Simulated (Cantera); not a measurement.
An isothermal, constant-pressure homogeneous reactor starts with 4.55 % NH₃, 95.5 % N₂, at 1550 K and 100.0 Torr.

Detailed kinetics in Cantera: the gas-phase N/H chemistry of the illustrative SiF4/NH3 mechanism in the Surface Chemkin manual (1991). Walls and surfaces, which speed up NH3 decomposition in real reactors, are not modelled.

Predict: x(NH₃) at 200 s; x(NH₂) at 200 s; x(NH) at 200 s; x(H) at 200 s; x(N₂) at 200 s; x(H₂) at 200 s.


* **x(NH₃) at 200 s**: 0.00396 (gas-phase equilibrium 1.13e-7)
* **x(NH₂) at 200 s**: 2.49e-6 (gas-phase equilibrium 8.85e-11)
* **x(NH) at 200 s**: 5.68e-8 (gas-phase equilibrium 2.54e-12)
* **x(H) at 200 s**: 1.63e-5 (gas-phase equilibrium 2.22e-5)
* **x(N₂) at 200 s**: 0.936 (gas-phase equilibrium 0.935)
* **x(H₂) at 200 s**: 0.0595 (gas-phase equilibrium 0.0652)
